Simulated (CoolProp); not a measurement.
Vapour-liquid equilibrium of p-xylene (1) + n-undecane (2) at 1.17 bar; x and y are mole fractions of (1).

Model: multi-fluid Helmholtz-energy mixture model, Zhou 2012 and Aleksandrov 2011; pair parameters Bell 2016, in CoolProp.

Q: Give the bubble temperature and the first vapour's composition at x = 0.15, 0.55, 0.75. Is there an azeotrope?

A: x = 0.15: 461.7 K, y = 0.372; x = 0.55: 435.5 K, y = 0.834; x = 0.75: 426.2 K, y = 0.930. No azeotrope shows between x = 0.05 and 0.95.

Pair parameters are fitted to limited data, so mixtures are less certain than the pure fluids.
